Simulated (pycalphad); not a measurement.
Computed with pycalphad from the COST 507 light-alloy database (1999), at 1 atm. The data set is of 1999 and partly superseded. Phase fractions are per mole of atoms. Kinetics are ignored, which matters at the lower temperatures.

Problem. Give the equilibrium state of Ti-91.4C (at.%) at 477 °C.

Solution. 
```
T = 750.00 K, P = 101325 Pa, N = 1 mol of atoms
G = -24632 J/mol, H = -8953 J/mol, S = 20.91 J/(mol K)  (SER reference)
chemical potentials (J/mol): Ti -209235, C -7262
phase             fraction      x(Ti)       x(C)
GRAPHITE            0.8305       none     1.0000
FCC_A1              0.1695     0.5073     0.4927
```

Problem. Give the equilibrium state of Ti-91.4C (at.%) at 3027 °C.

Solution. graphite, fraction 0.726, with 100 C at.%; liquid, fraction 0.274, with 68.6 C at.%.

FCC_A1 is fcc. An entry "none" or "no" means that the model of the phase leaves that element out. The fcc model also describes the rock-salt carbide or nitride (TiC, TiN, HfC).
